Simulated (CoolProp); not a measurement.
Model: reference Helmholtz-energy equation of state, Span 1996, in CoolProp.

Problem. Give the vapour pressure (kPa), liquid cp (kJ/(kg K)), vapour Z, surface tension (mN/m) of saturated carbon dioxide at 250.9, 272.2, 284.9 K.

Solution. 
```
T (K)  p (kPa)  liquid cp (kJ/(kg K))  vapour Z  surface tension (mN/m)
-----  -------  ---------------------  --------  ----------------------
250.9     1840                   2.14     0.806                    8.84
272.2     3400                   2.51     0.697                    4.66
284.9     4700                   3.13     0.609                    2.47
```

Surface tension comes from a separate correlation (Mulero 2012).
